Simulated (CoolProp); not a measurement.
Saturation properties of ethanol.

The numbers come from the reference Helmholtz-energy equation of state, Schroeder 2014 in CoolProp.

```tsv
T (K)	p (MPa)	enthalpy of vaporisation (kJ/kg)	liquid cp (kJ/(kg K))	liquid viscosity (µPa s)
293.6	0.006036	[?]	2.400	1180
308.4	0.01393	909.1	2.518	892
323.1	0.02934	891.1	2.648	689
337.9	0.05759	870.7	2.791	542
352.7	0.1059	847.8	2.943	433
367.5	[?]	821.7	3.108	351
382.2	[?]	792.4	3.284	287
397	0.4795	759.0	3.476	237
411.8	0.7295	[?]	3.677	196
426.5	1.069	678.6	3.878	163
```

Task: Some entries are withheld; supply them.

Result: 
- 293.6, enthalpy of vaporisation (kJ/kg): 925.5
- 367.5, p (MPa): 0.1840
- 382.2, p (MPa): 0.3032
- 411.8, enthalpy of vaporisation (kJ/kg): 721.0

It boils at 351.6 K under 1 atm.

Viscosity comes from a separate model (Kiselev 2005).
